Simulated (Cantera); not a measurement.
Input: 1 mol borazine, 2.9 mol N2, held at 1800 K and 0.100 bar.

Equilibrium computed with Cantera from the NASA thermochemical tables; the gas is ideal and each condensed phase is pure. Candidate condensed phases: B, BN; 15 gas species. The feed counts by its element totals alone. Kinetics and transport are ignored.

Base state: H2 0.508, N2 0.491, H 0.000807 (mole fractions); condensed: BN(s).

Q: What changes in the equilibrium state with this change: borazine replaced by B?

A: 
| species | before | after |
|---|---|---|
| N2 | 0.491 | 1.00 |
| H2 | 0.508 | 0 |
| H | 0.000807 | 0 |
| BN(s), mol | 3.00 | 1.00 |

Q: What changes in the equilibrium state with this change: temperature from 1800 K to 2050 K?

A: 
```csv
species,before,after
H2,0.508,0.505
N2,0.491,0.490
H,0.000807,0.00510
BH2,6.15e-7,2.20e-5
"BN(s), mol",3.00,3.00
```
The tables' values for BH2 are old estimates; treat these amounts as uncertain.

Q: What changes in the equilibrium state with this change: borazine replaced by BF3?

A: 
```tsv
species	before	after
N2	0.491	0.744
BF3	0	0.256
F	0	1.69e-5
H2	0.508	0
H	0.000807	0
BF2	0	1.69e-5
BN(s), mol	3.00	0
```
The tables' values for BF2 are old estimates; treat these amounts as uncertain.
